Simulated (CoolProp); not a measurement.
Vapour-liquid equilibrium of propane (1) + isopentane (2) at 329.7 K; x and y are mole fractions of (1).

Values from CoolProp's multi-fluid Helmholtz-energy mixture model, Lemmon 2009 and Lemmon 2006; pair parameters Kunz 2012.

```csv
x,"bubble pressure, mixture model (kPa)","bubble pressure, Raoult's law (kPa)","y, mixture model","y, Raoult's law"
0.05,336.7,334.2,0.277,0.295
0.15,505.2,506.5,0.543,0.584
0.25,666.7,678.7,0.675,0.726
0.35,825.6,850.9,0.758,0.810
0.45,984.8,1023,0.816,0.867
0.55,1146,1195,0.861,0.907
0.65,1312,1368,0.897,0.936
0.75,1485,1540,0.929,0.960
0.85,1666,1712,0.958,0.978
0.95,1863,1884,0.986,0.993
```

The largest gap from Raoult's law is -4.1 % in bubble pressure, at x = 0.55. No azeotrope shows between x = 0.05 and 0.95.

Pair parameters are fitted to limited data, so mixtures are less certain than the pure fluids. The gap from Raoult's law changes sign with composition, which may be real or a fault of the pair parameters; it wasn't checked against measurements.
